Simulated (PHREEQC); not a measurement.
Dissolve 0.00011 mol/kgw Rb2SO4, 0.0012 mol/kgw NaBr and 3.3e-06 mol/kgw Na2SeO4 at 25 °C. Closed to the air; pH follows from the charge balance.

Model: ion-association model, wateq4f.dat, run in PHREEQC.

No solid was allowed to form.

Task: What pH does the model give?

Result: pH 7.00.

Complexes and solids missing from the database can't appear.
